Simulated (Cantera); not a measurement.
What does this Cantera script print?

```python
import numpy as np
import cantera as ct

gas_names = [...]  # 50 gases of nasa_gas.yaml made of F, H, Mg, N, O
cond_names = """
    H2O(s) H2O(L) Mg(cr) Mg(L) MgF2(s) MgF2(L) MgO(s) MgO(L) MgO2H2(s)
""".split()


# ... load() reads the species with a 1 bar reference pressure and builds the phases ...
atoms = {
    'MgF2': {'Mg': 1, 'F': 2},
    'H2O': {'H': 2, 'O': 1},
    'N2': {'N': 2},
}
top_T = {}  # K; cautious upper limits of use, not melting points


# ... equilibrate(T, P, feed) seeds the gas with the atoms and calls Mixture.equilibrate('TP', solver="vcs", rtol=1e-11, max_steps=5000) ...
results = []
feed = {'MgF2': 1, 'H2O': 0.11, 'N2': 60}  # mol
T = 1273  # K
for P in [0.1, 1.6, 25, 400, 6300, 100000]:
    mix = equilibrate(T, P, feed)
    results.append((T, P, feed, dict(zip(mix.species_names, mix.species_moles))))

top = {s: max(r[3][s] / sum(r[3][g] for g in gas_names) for r in results) for s in gas_names}
cols = sorted((s for s in top if top[s] > 0.001), key=lambda s: -top[s])[:5]
seen = [c for c in cond_names if any(r[3].get(c, 0) > 1e-12 for r in results)]
print("log10 of partial pressures in bar; condensed amounts in mol")
print(f"{'P/Pa':>10s}" + "".join(f"{s[:9]:>10s}" for s in cols + seen))
for T, P, feed, n in results:
    ng = sum(n[g] for g in gas_names)
    print(f"{P:10.4g}" + "".join(f"{np.log10(max(n[s] / ng * P / 1e5, 1e-99)):10.3f}" for s in cols)
          + "".join(f"{n.get(c, 0):10.4g}" for c in seen))
```

Output:

```
log10 of partial pressures in bar; condensed amounts in mol
      P/Pa        N2      MgF2        HF   MgF2(s)    MgO(s)
       0.1    -6.008    -7.837    -8.444         0    0.1099
       1.6    -4.804    -6.633    -7.240         0      0.11
        25    -3.604    -6.578    -6.040    0.8264    0.1099
       400    -2.400    -6.578    -4.839    0.8869    0.1091
      6300    -1.202    -6.578    -3.687    0.9014   0.09833
     1e+05    -0.001    -6.578    -2.745    0.9459   0.05405
```

These are equilibrium values from Cantera (NASA tables, ideal gas, pure condensed phases), not measurements of a reactor. Mutual solubility and eutectic melting of coexisting phases are not modelled.
